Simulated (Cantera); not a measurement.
**Thermodynamics of abatement and gas-phase synthesis, feed PH3 + H2 + O2**

Input: 1 mol PH3, 0.52 mol H2, 0.084 mol O2, held at 3050 K and 13.3 mbar.

Cantera equilibrium calculation (NASA polynomials, part measured and part estimated; ideal gas, pure solids and liquids). Candidate condensed phases: H2O, P, P4O10; 17 gas species. Gases not in the tables: HPO2, HPO3 and P4O6. Equilibrium is a limit: real reactors are often held back by kinetics, nucleation or transport.

```
Item                                Result
-------------------------------  ---------
x(H)                                 0.637
x(H2)                                0.161
x(P)                                 0.123
x(PO)                               0.0380
x(P2)                               0.0375
x(PH)                              0.00141
x(O)                               0.00106
x(OH)                             0.000437
x(H2O)                            0.000319
gas amount                       4.204 mol
log10 activity of P(l) (absent)      -3.26
```
